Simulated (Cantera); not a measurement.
**SiHCl3 + NH3 (silicon nitride deposition)**

Feed: 1 mol SiHCl3, 5.6 mol NH3, at 0.100 bar.

These are equilibrium values from Cantera (NASA tables, ideal gas, pure condensed phases), not measurements of a reactor. Candidate condensed phases: NH4Cl, Si, Si3N4; 28 gas species. The tables' values for SiCl3, SiCl, SiN are old estimates; treat these amounts as uncertain. Gases not in the tables: Si2H6 and higher silanes. Kinetics and transport are ignored.

| T (°C) | x H2 | x HCl | x N2 | x SiCl2 | x H | x SiCl4 | n Si3N4(s) | n Si(l) |
|---|---|---|---|---|---|---|---|---|
| 650 | 0.600 | 0.222 | 0.173 | 9.38e-9 | 5.99e-10 | 0.00428 | 0.315 | 0 |
| 850 | 0.596 | 0.230 | 0.172 | 4.78e-6 | 1.04e-7 | 0.00231 | 0.323 | 0 |
| 1050 | 0.594 | 0.232 | 0.172 | 0.000346 | 3.87e-6 | 0.00142 | 0.324 | 0 |
| 1250 | 0.598 | 0.217 | 0.175 | 0.00674 | 5.65e-5 | 0.000736 | 0.296 | 0 |
| 1450 | 0.614 | 0.158 | 0.191 | 0.0349 | 0.000452 | 0.000138 | 0.176 | 0 |
| 1650 | 0.615 | 0.114 | 0.212 | 0.0551 | 0.00234 | 1.40e-5 | 0 | 0.252 |
| 1850 | 0.604 | 0.121 | 0.210 | 0.0504 | 0.00882 | 2.75e-6 | 0 | 0.275 |
x: gas mole fraction; n: condensed amount in mol.

From 650 °C to 1450 °C the condensed part is Si3N4(s). From 1650 °C to 1850 °C the condensed part is Si(l). The main Si-bearing gas is SiCl4 at 650 °C and SiCl2 at 1850 °C. The share of Si in condensed phases is highest at 1050 °C (97.2 %) and lowest at 1650 °C (25.2 %).
